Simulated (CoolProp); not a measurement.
500 sccm (0 °C, 1 atm) of nitrogen bubbles through liquid octamethyltrisiloxane (MDM) at 355.2 K and leaves saturated at a total pressure of 0.132 MPa (ideal gas phase). Each further row changes one setting.

Computed with CoolProp (reference Helmholtz-energy equation of state, Thol 2017).

```tsv
case	vapour pressure (kPa)	mole fraction of vapour	delivery (mg/min)	delivery (sccm)	change of delivery for a bath 1 K warmer (%)
as stated	9.90	0.0750	428	40.5	___
bath temperature 360.2 K	12.1	___	535	50.7	4.5
total pressure 0.264 MPa	9.90	0.0375	206	___	4.4
```

What belongs in the gaps?


- as stated, change of delivery for a bath 1 K warmer (%): 4.6
- bath temperature 360.2 K, mole fraction of vapour: 0.0920
- total pressure 0.264 MPa, delivery (sccm): 19.5
